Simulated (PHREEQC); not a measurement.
Synthetic water in mmol/kgw, 15 °C, pH 6.49, pe 12.6: Na 0.13; K 0.00956; Ca 0.343; Mg 0.668; Cl 1.15; S(6) 0.333; Alkalinity (meq/kgw) 0.408; N(5) 0.0312.

Na is adjusted to close the charge balance.
Valence states are taken as typed.

All values are PHREEQC results (ion-association model, phreeqc.dat), not measurements.

This is a speciation only: nothing precipitates in the calculation.

Task: Order these C species by the share of C that they hold, largest first: HCO3-, CO2, CaHCO3+, MgHCO3+.

Result: HCO3- (55 %), CO2 (44 %), MgHCO3+ (0.32 %), CaHCO3+ (0.15 %)

The pH is 6.49 and the ionic strength 0.00347 mol/kgw.
